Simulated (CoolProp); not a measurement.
Saturated liquid density (kg/m³) of isopentane: the reference equation beside estimates from Tc = 460.3 K, pc = 3.378 MPa, ω = 0.227. Rackett uses Z = 0.29056 − 0.08775 ω.

The numbers come from the reference Helmholtz-energy equation of state, Lemmon 2006 in CoolProp. It is a short technical equation, of lower accuracy than the large ones.

| T (K) | reference | Rackett | van der Waals | Redlich-Kwong | Soave-Redlich-Kwong | Peng-Robinson |
|---|---|---|---|---|---|---|
| 302.4 | 610.6 | 616.4 | 376.6 | 550.1 | 567.4 | 641.7 |
| 308.8 | 604.0 | 609.4 | 372.5 | 542.9 | 560.6 | 634.3 |
| 315.1 | 597.3 | 602.5 | 368.3 | 535.5 | 553.7 | 626.7 |
| 321.4 | 590.5 | 595.4 | 364.0 | 528.0 | 546.6 | 618.9 |
| 327.7 | 583.6 | 588.1 | 359.7 | 520.2 | 539.2 | 610.8 |
| 334.1 | 576.4 | 580.6 | 355.1 | 512.1 | 531.4 | 602.1 |
| 340.4 | 569.1 | 573.1 | 350.5 | 503.8 | 523.4 | 593.3 |
| 346.7 | 561.7 | 565.3 | 345.7 | 495.3 | 515.1 | 584.1 |
| 353 | 554.1 | 557.4 | 340.8 | 486.4 | 506.5 | 574.5 |
| 359.4 | 546.1 | 549.1 | 335.6 | 477.2 | 497.3 | 564.2 |
| 365.7 | 537.9 | 540.6 | 330.4 | 467.7 | 487.9 | 553.7 |
| 372 | 529.5 | 532.0 | 325.0 | 457.9 | 478.1 | 542.6 |

Absolute difference from the reference over all 12 rows, mean and median: Rackett 0.7 and 0.7 %, van der Waals 38.4 and 38.4 %, Redlich-Kwong 11.5 and 11.3 %, Soave-Redlich-Kwong 8.1 and 7.9 %, Peng-Robinson 4.1 and 4.4 %.
